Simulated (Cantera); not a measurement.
Standard-state values (1 bar) from the NASA 1993 polynomials, evaluated with Cantera. Values are per mole of reaction as written; species without (g) are pure solids or liquids, kept so even where they would boil at 1 bar.

5 N2O(g) + 3 V2O5 ⇌ 10 NO2(g) + 6 V, with ΔH° = 4585.6 kJ and ΔS° = 1083.1 J/K at 300 K.

Problem. How far is the shortcut ΔG° ≈ ΔH°(300 K) − T·ΔS°(300 K) from the full temperature-dependent value at 450, 475, 500, 525, 550, 575, 600, 625, 650, 675, 700 K?

Solution. 
```csv
T (K),shortcut (kJ),full (kJ),difference (kJ),difference in log10 K
450,4098.2,4101.0,-2.7,0.32
475,4071.1,4074.9,-3.7,0.41
500,4044.1,4049.0,-4.9,0.51
525,4017.0,4023.2,-6.2,0.62
550,3989.9,3997.6,-7.6,0.73
575,3962.8,3972.1,-9.2,0.84
600,3935.8,3946.7,-10.9,0.95
625,3908.7,3921.4,-12.8,1.07
650,3881.6,3896.3,-14.7,1.18
675,3854.5,3871.3,-16.8,1.30
700,3827.4,3846.4,-19.0,1.42
```
The shortcut ignores the heat-capacity change of the reaction.
